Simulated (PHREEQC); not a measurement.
Alkaline etch or developer: speciation

A solution holds 0.0045 mol KOH and 8.9e-05 mol K3PO4 per kg of water, at 35 °C. It is in equilibrium with CO2 at log p = -2 (atm). Otherwise closed; pH follows from the charge balance.

All values are PHREEQC results (ion-association model, phreeqc.dat), not measurements.

No solid was allowed to form.

Q: What pH does the model give?

A: pH 7.52.

Q: In which forms is P present?

A: HPO4-2 73 %, H2PO4- 27 % of the P.
